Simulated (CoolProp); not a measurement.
Chlorine at 293.15 K and 3.1 MPa is throttled through a valve to 1.04 MPa with no heat exchange. Each further row changes one setting.

Values from CoolProp's reference Helmholtz-energy equation of state, Thol 2021.

```
case                       temperature change (K)                       final phase  final density (kg/m³)
-------------------------  ----------------------  --------------------------------  ---------------------
as stated                                    +0.5                            liquid                   1410
outlet pressure 0.312 MPa                   -24.9  two-phase, vapour fraction 0.093                    106
outlet pressure 1.35 MPa                     +0.5                            liquid                   1410
```
